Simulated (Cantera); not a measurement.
Feed: 1 mol Si3N4, 4.6 mol H2O, 20 mol H2, at 1000 °C and 0.470 bar.

Cantera equilibrium calculation (NASA polynomials, part measured and part estimated; ideal gas, pure solids and liquids). Candidate condensed phases: H2O, Si, SiO2, Si2N2O, Si3N4; 35 gas species. Mutual solubility and eutectic melting of coexisting phases are not modelled. The tables hold silica as quartz up to 1696 K and as liquid above; real silica turns to tridymite and cristobalite and melts near 1996 K. Rates play no part.

Base state: H2 0.941, N2 0.0586, H2O 0.000123, NH3 1.44e-5 (mole fractions); condensed: SiO2(β-quartz) + Si2N2O(s).

**Question.** What changes in the equilibrium state with this change: temperature from 1000 °C to 1727 °C?

**Answer.** 
```json
[
 {"species": "H2", "before": "0.941", "after": "0.872"},
 {"species": "N2", "before": "0.0586", "after": "0.0712"},
 {"species": "SiO", "before": "1.17e-8", "after": "0.0524"},
 {"species": "H", "before": "1.01e-6", "after": "0.00221"},
 {"species": "H2O", "before": "0.000123", "after": "0.00255"},
 {"species": "NH3", "before": "1.44e-5", "after": "2.05e-6"},
 {"species": "SiO2(β-quartz), mol", "before": "2.06", "after": "0"},
 {"species": "Si2N2O(s), mol", "before": "0.468", "after": "0"},
 {"species": "SiO2(l), mol", "before": "0", "after": "1.53"}
]
```
